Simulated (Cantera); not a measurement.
Dilute partial oxidation

An isothermal, constant-pressure homogeneous reactor starts with 0.506 % CH4, 0.377 % O2, 99.1 % N2, at 1223 K and 19.0 bar.

Detailed kinetics in Cantera: GRI-Mech 3.0 (53 species, 325 reactions). The pressure lies above the range GRI-Mech 3.0 was tuned for (to about 10 atm).

```
t (s)       x CH4      x O2     x H2O   x C2H     x NO2
--------  -------  --------  --------  ------  --------
3.00e-5   0.00506   0.00377  5.99e-11  <1e-12    <1e-12
7.27e-5   0.00506   0.00377  2.49e-10  <1e-12    <1e-12
0.000176  0.00505   0.00377   1.25e-9  <1e-12    <1e-12
0.000428  0.00505   0.00377   6.77e-9  <1e-12    <1e-12
0.00104   0.00505   0.00377   3.75e-8  <1e-12    <1e-12
0.00251   0.00505   0.00377   1.90e-7  <1e-12    <1e-12
0.00609   0.00505   0.00377   7.19e-7  <1e-12    <1e-12
0.0148    0.00505   0.00376   2.22e-6  <1e-12    <1e-12
0.0358    0.00504   0.00376   7.04e-6  <1e-12    <1e-12
0.0868    0.00501   0.00374   2.75e-5  <1e-12    <1e-12
0.211     0.00483   0.00363  0.000168  <1e-12    <1e-12
0.510     0.00207  0.000719   0.00348  <1e-12  4.60e-11
1.24      0.00173   3.46e-5   0.00412  <1e-12  3.37e-12
3.00      0.00172   5.01e-6   0.00413  <1e-12    <1e-12
```
x: mole fraction; the columns are a selection and need not sum to one.

Equilibrium at this temperature and pressure: CH4 1.27e-7, O2 <1e-12, H2O 0.00181, C2H <1e-12, NO2 <1e-12 (gas phase only).
